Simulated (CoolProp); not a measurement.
Values from CoolProp's reference Helmholtz-energy equation of state, Schmidt 1985.

Q: Give the vapour pressure (bar), liquid density (kg/m³), enthalpy of vaporisation (kJ/kg), liquid viscosity (µPa s) of saturated oxygen at 126.8, 143.6 K.

A: 
```csv
T (K),p (bar),liquid density (kg/m³),enthalpy of vaporisation (kJ/kg),liquid viscosity (µPa s)
126.8,14.9,927,160,83.6
143.6,32.5,773,112,54.2
```

Viscosity comes from a separate model (Lemmon 2004).
